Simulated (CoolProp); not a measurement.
R113 along the isobar 52.8 bar: density (kg/m³) from the reference equation and from simpler models built on Tc = 214.1 °C, pc = 33.92 bar, ω = 0.253; each cubic takes its own stable root.

Computed with CoolProp (reference Helmholtz-energy equation of state, Marx 1992).

```json
[
 {"T (°C)": "12.15", "phase": "liquid", "reference": "1606"},
 {"T (°C)": "30.05", "phase": "liquid", "reference": "1566"},
 {"T (°C)": "47.95", "phase": "liquid", "reference": "1524"},
 {"T (°C)": "65.85", "phase": "liquid", "reference": "1482"},
 {"T (°C)": "83.75", "phase": "liquid", "reference": "1438"},
 {"T (°C)": "101.65", "phase": "liquid", "reference": "1392"},
 {"T (°C)": "119.55", "phase": "liquid", "reference": "1344"},
 {"T (°C)": "137.45", "phase": "liquid", "reference": "1291"},
 {"T (°C)": "155.25", "phase": "liquid", "reference": "1235"},
 {"T (°C)": "173.15", "phase": "liquid", "reference": "1171"},
 {"T (°C)": "191.05", "phase": "liquid", "reference": "1096"},
 {"T (°C)": "208.95", "phase": "liquid", "reference": "1003"},
 {"T (°C)": "226.85", "phase": "supercritical", "reference": "871.9"}
]
```

Question: How far does each simpler model (Soave-Redlich-Kwong, Peng-Robinson) lie from the reference over these 13 states: mean and median of the absolute difference, and the worst?

Answer: 
- Soave-Redlich-Kwong: mean 8.9 %, median 7.4 %, worst -16.1 % at 226.85 °C and 52.8 bar
- Peng-Robinson: mean 4.5 %, median 5.1 %, worst -7.9 % at 226.85 °C and 52.8 bar
